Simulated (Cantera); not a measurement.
An isothermal, constant-pressure homogeneous reactor starts with 64.9 % NO, 35.1 % N2, at 1550 K and 0.336 atm.

Detailed kinetics in Cantera: GRI-Mech 3.0 (53 species, 325 reactions).

x: mole fraction; the columns are a selection and need not sum to one.

```csv
t (s),x NO,x N2,x NO2,x O,x O2,x N2O
0.000500,0.649,0.351,1.07e-6,1.66e-7,1.88e-9,1.22e-6
0.00169,0.649,0.351,4.04e-6,1.79e-7,1.20e-8,4.11e-6
0.00574,0.649,0.351,___,___,___,___
0.0195,0.649,0.351,5.13e-5,3.75e-7,1.78e-6,4.07e-5
0.0660,0.649,0.351,0.000155,7.39e-7,3.61e-5,9.71e-5
0.224,0.648,0.351,0.000233,9.89e-7,0.000365,0.000140
0.758,0.645,0.352,0.000268,1.12e-6,0.00166,0.000141
2.57,0.637,0.357,___,___,___,0.000137
8.71,0.608,0.371,0.000532,2.16e-6,0.0199,0.000124
29.5,0.529,0.411,0.000764,3.46e-6,0.0597,9.28e-5
100,0.363,0.493,0.000803,5.18e-6,0.142,4.32e-5
```

### Question
Complete the blanks.

### Answer

- 0.00574, x NO2: 1.44e-5
- 0.00574, x O: 2.25e-7
- 0.00574, x O2: 1.15e-7
- 0.00574, x N2O: 1.35e-5
- 2.57, x NO2: 0.000354
- 2.57, x O: 1.44e-6
- 2.57, x O2: 0.00599
